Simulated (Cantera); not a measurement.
Feed: 1 mol borazine, 2.5 mol O₂, equilibrated at 1900 °C and 133 Pa.

Method: chemical equilibrium by Gibbs-energy minimisation in Cantera with the NASA 1993 tables (ideal gas, pure condensed phases). Candidate condensed phases: B, BN, B₂O₃, B₃O₃H₃, H₂O; 39 gas species. The feed counts by its element totals alone. The numbers say what is thermodynamically allowed, not how fast it happens.

Base state: H₂ 0.313, N₂ 0.234, HBO₂ 0.159, B₂O₃ 0.117, H 0.0741, BO 0.0487, H₂O 0.0290, HBO 0.0166 (mole fractions); condensed: gas only.

### Question
What changes in the equilibrium state with this change: temperature from 1900 °C to 2027 °C?

### Answer
```json
[
 {"species": "H₂", "before": "0.313", "after": "0.255"},
 {"species": "N₂", "before": "0.234", "after": "0.220"},
 {"species": "HBO₂", "before": "0.159", "after": "0.146"},
 {"species": "H", "before": "0.0741", "after": "0.134"},
 {"species": "BO", "before": "0.0487", "after": "0.0811"},
 {"species": "BO₂", "before": "0.00605", "after": "0.0149"},
 {"species": "H₂O", "before": "0.0290", "after": "0.0372"},
 {"species": "B₂O₃", "before": "0.117", "after": "0.0911"},
 {"species": "HBO", "before": "0.0166", "after": "0.0138"},
 {"species": "O₂", "before": "5.93e-6", "after": "6.85e-5"},
 {"species": "O", "before": "0.000152", "after": "0.00113"},
 {"species": "NO", "before": "3.44e-5", "after": "0.000150"},
 {"species": "OH", "before": "0.000916", "after": "0.00314"},
 {"species": "B₂O₂", "before": "0.00188", "after": "0.00138"}
]
```
